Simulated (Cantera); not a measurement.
A perfectly stirred reactor is fed with C3H8 : O2 : N2 = 1 : 5 : 18.8 (molar parts), equivalence ratio 1.0, at 190000 Pa; it is adiabatic with a 675 K inlet, and is followed from long to short residence time, starting on the burning branch (τ in s: 0.12, 0.051, 0.022, 0.0096, 0.0042, 0.0018, 0.00078, 0.00034, 0.00015, 6.3e-05).

Detailed kinetics in Cantera: GRI-Mech 3.0 (53 species, 325 reactions). GRI-Mech 3.0 was tuned for natural gas; its chemistry of propane as a main component is partial and can be far from experiment.

x: mole fraction; the columns are a selection and need not sum to one.

```tsv
τ (s)	T (K)	x C3H8	x O2	x O	x C2H4	x NO2
0.12	2457	4.34e-8	0.00963	0.000866	1.63e-7	1.05e-6
0.051	2454	1.01e-7	0.0100	0.000912	3.70e-7	9.40e-7
0.022	2447	2.26e-7	0.0107	?	8.05e-7	7.73e-7
0.0096	2432	4.92e-7	0.0118	?	1.65e-6	5.73e-7
0.0042	2405	1.04e-6	0.0134	?	3.16e-6	3.80e-7
0.0018	2362	2.15e-6	0.0156	?	5.73e-6	2.24e-7
0.00078	2307	4.34e-6	0.0182	?	9.87e-6	1.23e-7
0.00034	2244	8.80e-6	0.0211	?	1.72e-5	6.82e-8
0.00015	2177	1.84e-5	0.0243	?	3.20e-5	4.00e-8
6.3e-5	2101	4.41e-5	0.0291	?	7.37e-5	2.40e-8
```

### Question
Fill in the missing entries.

### Answer

- 0.022, x O: 0.00100
- 0.0096, x O: 0.00118
- 0.0042, x O: 0.00149
- 0.0018, x O: 0.00202
- 0.00078, x O: 0.00276
- 0.00034, x O: 0.00363
- 0.00015, x O: 0.00443
- 6.3e-5, x O: 0.00484
